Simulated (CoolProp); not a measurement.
Tetrahydrofuran at 430.22 K and 0.142 MPa is throttled through a valve to 0.0639 MPa with no heat exchange. Each further row changes one setting.

Model: reference Helmholtz-energy equation of state, Fiedler 2023, in CoolProp.

| case | temperature change (K) | final density (kg/m³) |
|---|---|---|
| as stated | -1.0 | (withheld) |
| outlet pressure 0.0192 MPa | -1.6 | (withheld) |
| outlet pressure 0.0831 MPa | (withheld) | (withheld) |

Task: Some entries are withheld; supply them.

Result: 
- as stated, final density (kg/m³): 1.30
- outlet pressure 0.0192 MPa, final density (kg/m³): 0.389
- outlet pressure 0.0831 MPa, temperature change (K): -0.8
- outlet pressure 0.0831 MPa, final density (kg/m³): 1.70
